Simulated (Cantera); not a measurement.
**Low-pressure radical oxidation in H2/O2**

An isothermal, constant-pressure homogeneous reactor starts with 0.990 % H2, 17.7 % O2, 81.3 % N2, equivalence ratio 0.028, at 1100 K and 5.55 Torr.

Detailed kinetics in Cantera: the H2/O2 subset of GRI-Mech 3.0, which has no nitrogen chemistry. Radical loss at walls, strong at low pressure, is not modelled.

```tsv
t (s)	x H2	x O2	x HO2	x H2O	x OH
7.00e-5	0.00990	0.177	7.92e-12	<1e-12	<1e-12
0.000168	0.00990	0.177	1.90e-11	<1e-12	1.98e-12
0.000402	0.00990	0.177	4.55e-11	1.96e-12	9.63e-12
0.000963	0.00990	0.177	1.09e-10	2.10e-11	4.10e-11
0.00231	0.00990	0.177	2.62e-10	2.09e-10	1.71e-10
0.00553	0.00990	0.177	6.35e-10	2.76e-9	1.23e-9
0.0132	0.00990	0.177	2.13e-9	1.82e-7	6.64e-8
0.0317	0.00791	0.175	4.45e-7	0.00148	0.000431
0.0760	0.000181	0.170	4.07e-7	0.00855	0.000474
0.182	0.000141	0.170	3.87e-7	0.00888	0.000420
0.436	9.39e-5	0.171	3.50e-7	0.00930	0.000343
1.05	4.16e-5	0.172	2.72e-7	0.00968	0.000228
2.50	1.14e-5	0.172	1.59e-7	0.00986	0.000119
6.00	2.34e-6	0.173	6.50e-8	0.00992	5.43e-5
```
x: mole fraction; the columns are a selection and need not sum to one.

Equilibrium at this temperature and pressure: H2 3.69e-10, O2 0.173, HO2 3.19e-10, H2O 0.00995, OH 6.99e-7 (gas phase only).
